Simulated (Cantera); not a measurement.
**Thermodynamics of hydrogen reduction and annealing atmospheres, feed V₂O₃ + H₂ + H₂O**

A closed system holds: 1 mol V₂O₃, 0.61 mol H₂, 0.89 mol H₂O, equilibrated at 800 K and 975 Torr.

Method: chemical equilibrium by Gibbs-energy minimisation in Cantera with the NASA 1993 tables (ideal gas, pure condensed phases). Candidate condensed phases: H₂O, V, VO, V₂O₃, V₂O₄, V₂O₅; 12 gas species. Condensed phases not in the tables: the oxides between V₂O₃ and V₂O₅ other than VO₂. Rates play no part.

```
Item                                   Result
----------------------------------  ---------
x(H₂O)                                  0.593
x(H₂)                                   0.407
n(V₂O₃(s))                           1.00 mol
gas amount                          1.500 mol
log10 activity of V(s) (absent)        -13.30
log10 activity of V₂O₅(s) (absent)     -13.53
```
